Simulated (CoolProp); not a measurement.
Vapour-liquid equilibrium of R22 (1) + dimethyl ether (2) at 43.75 °C; x and y are mole fractions of (1).

The numbers come from the multi-fluid Helmholtz-energy mixture model, Kamei 1995 and Wu 2011; pair parameters Bell 2016 in CoolProp.

Task: Give the bubble pressure and the first vapour's composition at x = 0.05, 0.35, 0.85. Is there an azeotrope?

Result: x = 0.05: 0.9707 MPa, y = 0.044; x = 0.35: 0.9661 MPa, y = 0.381; x = 0.85: 1.426 MPa, y = 0.935. y crosses x between x = 0.15 and 0.25: the model has an azeotrope there.

Pair parameters are fitted to limited data, so mixtures are less certain than the pure fluids.
